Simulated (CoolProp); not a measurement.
Vapour-liquid equilibrium of propane (1) + R227EA (2) at -47.15 °C; x and y are mole fractions of (1).

Values from CoolProp's multi-fluid Helmholtz-energy mixture model, Lemmon 2009 and Lemmon 2016; pair parameters Bell 2016.

```json
[
 {"x": "0.05", "bubble pressure (MPa)": "0.03820", "y at the bubble point": "0.460", "dew pressure at overall composition x (MPa)": "0.02252", "liquid density (mol/L)": "…"},
 {"x": "0.15", "bubble pressure (MPa)": "0.06138", "y at the bubble point": "0.687", "dew pressure at overall composition x (MPa)": "…", "liquid density (mol/L)": "10.03"},
 {"x": "0.25", "bubble pressure (MPa)": "0.07395", "y at the bubble point": "0.755", "dew pressure at overall composition x (MPa)": "0.02820", "liquid density (mol/L)": "…"},
 {"x": "0.35", "bubble pressure (MPa)": "0.07986", "y at the bubble point": "0.783", "dew pressure at overall composition x (MPa)": "0.03223", "liquid density (mol/L)": "10.56"},
 {"x": "0.45", "bubble pressure (MPa)": "0.08222", "y at the bubble point": "0.795", "dew pressure at overall composition x (MPa)": "…", "liquid density (mol/L)": "10.86"},
 {"x": "0.55", "bubble pressure (MPa)": "0.08310", "y at the bubble point": "0.800", "dew pressure at overall composition x (MPa)": "0.04504", "liquid density (mol/L)": "11.20"},
 {"x": "0.65", "bubble pressure (MPa)": "0.08368", "y at the bubble point": "0.805", "dew pressure at overall composition x (MPa)": "0.05596", "liquid density (mol/L)": "11.58"},
 {"x": "0.75", "bubble pressure (MPa)": "0.08441", "y at the bubble point": "0.818", "dew pressure at overall composition x (MPa)": "…", "liquid density (mol/L)": "12.00"},
 {"x": "0.85", "bubble pressure (MPa)": "0.08490", "y at the bubble point": "0.849", "dew pressure at overall composition x (MPa)": "0.08490", "liquid density (mol/L)": "12.48"},
 {"x": "0.95", "bubble pressure (MPa)": "0.08342", "y at the bubble point": "0.925", "dew pressure at overall composition x (MPa)": "0.08258", "liquid density (mol/L)": "…"}
]
```

Complete the blanks.


- 0.05, liquid density (mol/L): 9.793
- 0.15, dew pressure at overall composition x (MPa): 0.02505
- 0.25, liquid density (mol/L): 10.28
- 0.45, dew pressure at overall composition x (MPa): 0.03760
- 0.75, dew pressure at overall composition x (MPa): 0.07286
- 0.95, liquid density (mol/L): 13.01

y crosses x between x = 0.75 and 0.85: the model has an azeotrope there.

Pair parameters are fitted to limited data, so mixtures are less certain than the pure fluids. With so large a gap from Raoult's law the liquid may split in two, which this calculation doesn't test in full.
